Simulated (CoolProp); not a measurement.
Carbonyl sulfide at several states: Z from the reference equation and from simpler models built on Tc = 378.8 K, pc = 6.369 MPa, ω = 0.098; each cubic takes its own stable root.

Computed with CoolProp (reference Helmholtz-energy equation of state, Lemmon 2006). It is a short technical equation, of lower accuracy than the large ones.

| T (K) | p (MPa) | phase | reference |
|---|---|---|---|
| 404.2 | 0.762 | gas | 0.9666 |
| 343.5 | 0.0319 | gas | 0.9977 |
| 250.8 | 16.2 | liquid | 0.4085 |

### Question
How far does each simpler model (Soave-Redlich-Kwong, Peng-Robinson) lie from the reference over these 3 states: mean and median of the absolute difference, and the worst?

### Answer
- Soave-Redlich-Kwong: mean 1.6 %, median 0.1 %, worst +4.7 % at 250.8 K and 16.2 MPa
- Peng-Robinson: mean 2.5 %, median 0.5 %, worst -7.0 % at 250.8 K and 16.2 MPa
